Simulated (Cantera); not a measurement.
Input: 1 mol Cr, 2.4 mol NH₃, at 1648 K and 1 atm.

Method: chemical equilibrium by Gibbs-energy minimisation in Cantera with the NASA 1993 tables (ideal gas, pure condensed phases). Candidate condensed phases: Cr, CrN, Cr₂N; 11 gas species. The numbers say what is thermodynamically allowed, not how fast it happens.

Base state: H₂ 0.750, N₂ 0.250, H 7.66e-5, NH₃ 1.36e-5 (mole fractions); condensed: Cr(s).

**Question.** What changes in the equilibrium state with this change: temperature from 1648 K to 948 K?

**Answer.** 
```csv
species,before,after
H₂,0.750,0.837
N₂,0.250,0.163
NH₃,1.36e-5,0.000262
H,7.66e-5,<1e-9
"Cr(s), mol",1.000,0
"CrN(s), mol",0,1.00
```
